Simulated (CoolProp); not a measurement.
Vapour-liquid equilibrium of C2F6 (R116) (1) + R22 (2) at -18.95 °C; x and y are mole fractions of (1).

The numbers come from the multi-fluid Helmholtz-energy mixture model, Lemmon 2006 and Kamei 1995; pair parameters Bell 2016 in CoolProp.

Give the bubble pressure and the first vapour's composition at x = 0.05, 0.2, 0.5. Is there an azeotrope?

x = 0.05: 4.217 bar, y = 0.397; x = 0.2: 7.095 bar, y = 0.657; x = 0.5: 9.062 bar, y = 0.763. No azeotrope shows between x = 0.05 and 0.95.

Pair parameters are fitted to limited data, so mixtures are less certain than the pure fluids. With so large a gap from Raoult's law the liquid may split in two, which this calculation doesn't test in full.
